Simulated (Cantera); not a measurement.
## Moist CO burnout

An isothermal, constant-pressure homogeneous reactor starts with CO : O2 : H2O : N2 = 0.027 : 0.078 : 0.022 : 1 (molar parts), equivalence ratio 0.17, at 1375 K and 7500 Torr.

Computed with Cantera and GRI-Mech 3.0 (53 species, 325 reactions).

| t (s) | x CO | x O2 | x H2O | x NO | x N2O |
|---|---|---|---|---|---|
| 0.000100 | 0.0229 | 0.0686 | 0.0194 | 1.81e-9 | 1.36e-7 |
| 0.000228 | 0.0174 | 0.0660 | 0.0195 | 2.63e-8 | 8.66e-7 |
| 0.000518 | 0.0100 | 0.0626 | 0.0196 | 7.61e-8 | 1.90e-6 |
| 0.00118 | 0.00398 | 0.0598 | 0.0197 | 1.38e-7 | 2.87e-6 |
| 0.00268 | 0.000993 | 0.0584 | 0.0197 | 1.86e-7 | 3.38e-6 |
| 0.00611 | 0.000146 | 0.0580 | 0.0197 | 2.24e-7 | 3.28e-6 |
| 0.0139 | 1.33e-5 | 0.0579 | 0.0198 | 2.53e-7 | 2.55e-6 |
| 0.0316 | 6.59e-7 | 0.0579 | 0.0198 | 2.63e-7 | 1.35e-6 |
| 0.0720 | 2.38e-8 | 0.0579 | 0.0198 | 2.65e-7 | 3.50e-7 |
| 0.164 | 2.03e-8 | 0.0579 | 0.0198 | 2.66e-7 | 8.47e-8 |
| 0.373 | 2.03e-8 | 0.0579 | 0.0198 | 2.67e-7 | 7.66e-8 |
| 0.848 | 2.03e-8 | 0.0579 | 0.0198 | 2.69e-7 | 7.66e-8 |
| 1.93 | 2.03e-8 | 0.0579 | 0.0198 | 2.74e-7 | 7.66e-8 |
| 4.39 | 2.03e-8 | 0.0579 | 0.0198 | 2.86e-7 | 7.66e-8 |
| 10.0 | 2.03e-8 | 0.0579 | 0.0198 | 3.13e-7 | 7.66e-8 |
x: mole fraction; the columns are a selection and need not sum to one.

Equilibrium at this temperature and pressure: CO 2.03e-8, O2 0.0577, H2O 0.0198, NO 0.000353, N2O 7.65e-8 (gas phase only).
